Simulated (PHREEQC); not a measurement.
**Phosphoric acid bath (model solution)**

Dissolve 0.004 mol KH2PO4, 0.0094 mol HCl and 2.5e-05 mol H4SiO4 per kg of water at 25 °C. Closed to the air; pH follows from the charge balance.

Model: ion-association model, wateq4f.dat, run in PHREEQC.

This is a speciation only: nothing precipitates in the calculation.

### Question
What pH, ionic strength does the model give?

### Answer
pH 2.17; ionic strength 0.0115 mol/kgw.

### Question
In which forms is P present?

### Answer
H2PO4- 53 %, H3PO4 47 % of the P.

Species that the database lacks are ignored. H3PO4, which wateq4f.dat lacks, is added to it with the constant of phreeqc.dat.
